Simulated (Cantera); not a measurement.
## Sublimation and decomposition of ceramics: Si3N4 + Si + H2

Feed: 1 mol Si3N4, 0.0061 mol Si, 0.038 mol H2, equilibrated at 0.0340 bar.

Method: chemical equilibrium by Gibbs-energy minimisation in Cantera with the NASA 1993 tables (ideal gas, pure condensed phases). Candidate condensed phases: Si, Si3N4; 31 gas species. Ions and electrons are included (thermal ionisation). The tables' values for SiN are old estimates; treat these amounts as uncertain. Equilibrium is a limit: real reactors are often held back by kinetics, nucleation or transport.

```json
[
 {"T (K)": "2500", "x N2": "0.829", "x Si": "0.140", "x N": "1.44e-6", "x Si2": "0.00373", "x H": "0.0129", "x H2": "0.00899", "x Si+": "1.42e-7", "x e-": "1.42e-7", "n Si(l)": "2.63"},
 {"T (K)": "2750", "x N2": "0.400", "x Si": "0.561", "x N": "8.24e-6", "x Si2": "0.0153", "x H": "0.0125", "x H2": "0.00113", "x Si+": "1.79e-6", "x e-": "1.79e-6", "n Si(l)": "0"},
 {"T (K)": "3000", "x N2": "0.395", "x Si": "0.581", "x N": "4.75e-5", "x Si2": "0.00526", "x H": "0.0143", "x H2": "0.000278", "x Si+": "8.48e-6", "x e-": "8.48e-6", "n Si(l)": "0"},
 {"T (K)": "3250", "x N2": "0.393", "x Si": "0.586", "x N": "0.000210", "x Si2": "0.00204", "x H": "0.0148", "x H2": "7.19e-5", "x Si+": "3.16e-5", "x e-": "3.16e-5", "n Si(l)": "0"},
 {"T (K)": "3500", "x N2": "0.393", "x Si": "0.588", "x N": "0.000753", "x Si2": "0.000892", "x H": "0.0149", "x H2": "2.16e-5", "x Si+": "9.78e-5", "x e-": "9.78e-5", "n Si(l)": "0"},
 {"T (K)": "3750", "x N2": "0.391", "x Si": "0.588", "x N": "0.00228", "x Si2": "0.000433", "x H": "0.0149", "x H2": "7.53e-6", "x Si+": "0.000262", "x e-": "0.000262", "n Si(l)": "0"},
 {"T (K)": "4000", "x N2": "0.389", "x Si": "0.587", "x N": "0.00600", "x Si2": "0.000229", "x H": "0.0149", "x H2": "2.97e-6", "x Si+": "0.000621", "x e-": "0.000621", "n Si(l)": "0"},
 {"T (K)": "4250", "x N2": "0.383", "x Si": "0.584", "x N": "0.0141", "x Si2": "0.000129", "x H": "0.0148", "x H2": "1.30e-6", "x Si+": "0.00133", "x e-": "0.00133", "n Si(l)": "0"},
 {"T (K)": "4500", "x N2": "0.371", "x Si": "0.578", "x N": "0.0297", "x Si2": "7.65e-5", "x H": "0.0147", "x H2": "6.14e-7", "x Si+": "0.00263", "x e-": "0.00263", "n Si(l)": "0"},
 {"T (K)": "4750", "x N2": "0.351", "x Si": "0.566", "x N": "0.0574", "x Si2": "4.69e-5", "x H": "0.0145", "x H2": "3.09e-7", "x Si+": "0.00483", "x e-": "0.00483", "n Si(l)": "0"},
 {"T (K)": "5000", "x N2": "0.319", "x Si": "0.548", "x N": "0.102", "x Si2": "2.93e-5", "x H": "0.0141", "x H2": "1.63e-7", "x Si+": "0.00831", "x e-": "0.00831", "n Si(l)": "0"}
]
```
x: gas mole fraction; n: condensed amount in mol.

At 2500 K the condensed part is Si(l). From 2750 K to 5000 K nothing is condensed. The main Si-bearing gas is Si throughout.
